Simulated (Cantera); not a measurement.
An adiabatic, constant-pressure homogeneous reactor starts with 6.29 % CH4, 1.07 % C2H6, 18.8 % O2, 70.5 % N2, 3.40 % H2O, equivalence ratio 0.87, at 1375 K and 0.220 bar.

Detailed kinetics in Cantera: GRI-Mech 3.0 (53 species, 325 reactions).

**Question.** Predict: time of steepest temperature rise; temperature at 2.00 s; equilibrium temperature; x(O2) at 2.00 s; x(NO) at 2.00 s.

**Answer.** time of steepest temperature rise: 1.55 ms
temperature at 2.00 s: 2522 K
equilibrium temperature: 2522 K
x(O2) at 2.00 s: 0.0326 (gas-phase equilibrium 0.0326)
x(NO) at 2.00 s: 0.00875 (gas-phase equilibrium 0.00875)
